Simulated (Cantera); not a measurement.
An isothermal, constant-pressure homogeneous reactor starts with H2 : O2 : N2 = 0.46 : 1 : 0.0016 (molar parts), at 925 K and 720 Pa.

Model: GRI-Mech 3.0 (53 species, 325 reactions), integrated in Cantera. Radical loss at walls, strong at low pressure, is not modelled. Below about 950 K walls govern HO2 and H2O2 in real vessels. The temperature is held fixed by assumption; the heat of reaction is taken as removed at once.

x: mole fraction; the columns are a selection and need not sum to one.

```
t (s)         x H2   x O2      x OH     x HO2     x H2O
--------  --------  -----  --------  --------  --------
6.00e-6      0.315  0.684    <1e-12    <1e-12    <1e-12
1.81e-5      0.315  0.684    <1e-12  2.21e-12    <1e-12
5.43e-5      0.315  0.684    <1e-12  6.67e-12    <1e-12
0.000164     0.315  0.684  1.06e-12  2.01e-11  2.05e-12
0.000492     0.315  0.684  5.64e-12  6.08e-11  3.22e-11
0.00148      0.315  0.684  6.44e-11  1.92e-10  7.96e-10
0.00446      0.315  0.684   2.39e-8         …   3.61e-7
0.0134      0.0573  0.583   0.00523         …     0.197
0.0404     0.00389  0.620   0.00167         …     0.363
0.122     0.000265  0.625  0.000261         …     0.373
0.366      2.62e-5  0.625   8.13e-5         …     0.373
1.10       2.61e-6  0.625   3.18e-5         …     0.373
3.31       3.10e-7  0.625   1.42e-5         …     0.373
9.97       5.89e-8  0.625   7.10e-6         …     0.373
30.0       1.50e-8  0.625   3.78e-6         …     0.373
```

**Question.** Fill in the missing entries.

**Answer.** 
- 0.00446, x HO2: 5.18e-9
- 0.0134, x HO2: 9.83e-6
- 0.0404, x HO2: 1.37e-5
- 0.122, x HO2: 5.07e-6
- 0.366, x HO2: 9.65e-7
- 1.10, x HO2: 1.66e-7
- 3.31, x HO2: 3.47e-8
- 9.97, x HO2: 9.08e-9
- 30.0, x HO2: 2.71e-9
